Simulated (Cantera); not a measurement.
Cantera with NASA thermochemical tables; ideal gases at 1 bar, condensed phases pure. Values are per mole of reaction as written; species without (g) are pure solids or liquids, kept so even where they would boil at 1 bar. ZrN: taken at fixed stoichiometry.

Between 1873 and 2623 K, where is each reaction favourable under standard conditions?
- 3 Zr + 6 H2O(g) + 4 N(g) ⇌ 3 ZrO2(g) + 4 NH3(g)
- ZrN + NO2(g) ⇌ 2 NO(g) + Zr


- 3 Zr + 6 H2O(g) + 4 N(g) ⇌ 3 ZrO2(g) + 4 NH3(g): ΔG° is -879 kJ at 1873 K and -592 kJ at 2623 K; it stays negative (K > 1). ΔH° is -1647 kJ and ΔS° -402 J/K at 2623 K.
- ZrN + NO2(g) ⇌ 2 NO(g) + Zr: ΔG° is 178 kJ at 1873 K and 42 kJ at 2623 K; it stays positive (K < 1). ΔH° is 521 kJ and ΔS° 182 J/K at 2623 K.
